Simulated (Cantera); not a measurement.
A closed system holds: 1 mol SiF4, 1.3 mol NH3, at 825 K and 55.0 mbar.

These are equilibrium values from Cantera (NASA tables, ideal gas, pure condensed phases), not measurements of a reactor. Candidate condensed phases: Si, Si3N4; 37 gas species. Rates play no part.

Base state: H2 0.542, SiF4 0.278, N2 0.181, HF 0.000122, SiHF3 8.09e-5, NH3 2.18e-5 (mole fractions); condensed: gas only.

Question: What changes in the equilibrium state with this change: SiF4 replaced by Si2Cl6?

Answer: 
| species | before | after |
|---|---|---|
| H2 | 0.542 | 0.339 |
| HCl | 0 | 0.328 |
| SiCl4 | 0 | 0.305 |
| SiF4 | 0.278 | 0 |
| N2 | 0.181 | 0.0272 |
| SiHCl3 | 0 | 0.000390 |
| HF | 0.000122 | 0 |
| SiHF3 | 8.09e-5 | 0 |
| NH3 | 2.18e-5 | 4.19e-6 |
| Si3N4(s), mol | 0 | 0.272 |
The feed counts by its element totals alone. Further candidate phases: NH4Cl.

Question: What changes in the equilibrium state with this change: SiF4 replaced by trisilylamine?

Answer: 
```json
[
 {"species": "H2", "before": "0.542", "after": "1.00"},
 {"species": "SiF4", "before": "0.278", "after": "0"},
 {"species": "N2", "before": "0.181", "after": "<1e-9"},
 {"species": "HF", "before": "0.000122", "after": "0"},
 {"species": "SiHF3", "before": "8.09e-5", "after": "0"},
 {"species": "NH3", "before": "2.18e-5", "after": "<1e-9"},
 {"species": "Si(s), mol", "before": "0", "after": "1.27"},
 {"species": "Si3N4(s), mol", "before": "0", "after": "0.575"}
]
```
The feed counts by its element totals alone.
